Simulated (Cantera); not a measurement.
A perfectly stirred reactor is fed with 5.94 % C₃H₈, 19.8 % O₂, 74.3 % N₂, equivalence ratio 1.5, at 1200000 Pa; it is adiabatic with a 475 K inlet, and is followed from long to short residence time, starting on the burning branch (τ in s: 0.09, 0.029, 0.0094, 0.003, 0.00098, 0.00032, 0.0001, 3.3e-05, 1.1e-05, 3.4e-06).

Computed with Cantera and GRI-Mech 3.0 (53 species, 325 reactions). GRI-Mech 3.0 was tuned for natural gas; its chemistry of propane as a main component is partial and can be far from experiment. The pressure lies above the range GRI-Mech 3.0 was tuned for (to about 10 atm).

Predict: blow-out, bracketed by the residence times tried; x(C₃H₈) at τ = 90.0 ms; x(O₂) at τ = 90.0 ms; x(N₂O) at τ = 90.0 ms; x(HCN) at τ = 90.0 ms; x(C₂H) at τ = 90.0 ms; x(C₃H₈) at τ = 0.320 ms; x(O₂) at τ = 0.320 ms; x(N₂O) at τ = 0.320 ms; x(HCN) at τ = 0.320 ms; x(C₂H) at τ = 0.320 ms.


* **blow-out, bracketed by the residence times tried**: burning at 0.100 ms, out at 33.0 µs
* **x(C₃H₈) at τ = 90.0 ms**: 1.36e-7
* **x(O₂) at τ = 90.0 ms**: 3.33e-5
* **x(N₂O) at τ = 90.0 ms**: 4.63e-9
* **x(HCN) at τ = 90.0 ms**: 8.31e-6
* **x(C₂H) at τ = 90.0 ms**: 2.33e-8
* **x(C₃H₈) at τ = 0.320 ms**: 3.08e-5
* **x(O₂) at τ = 0.320 ms**: 0.00410
* **x(N₂O) at τ = 0.320 ms**: 3.58e-8
* **x(HCN) at τ = 0.320 ms**: 7.88e-5
* **x(C₂H) at τ = 0.320 ms**: 1.58e-6
